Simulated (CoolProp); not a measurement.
trans-2-butene at 349.08 K and 0.688 MPa is throttled through a valve to 0.309 MPa with no heat exchange. Each further row changes one setting.

Values from CoolProp's reference Helmholtz-energy equation of state, Lemmon 2005. It is a short technical equation, of lower accuracy than the large ones.

```tsv
case	temperature change (K)	final density (kg/m³)
as stated	___	___
outlet pressure 0.0927 MPa	___	___
outlet pressure 0.402 MPa	___	___
```

Some entries are withheld; supply them.


- as stated, temperature change (K): -7.6
- as stated, final density (kg/m³): 6.49
- outlet pressure 0.0927 MPa, temperature change (K): -11.8
- outlet pressure 0.0927 MPa, final density (kg/m³): 1.89
- outlet pressure 0.402 MPa, temperature change (K): -5.7
- outlet pressure 0.402 MPa, final density (kg/m³): 8.57
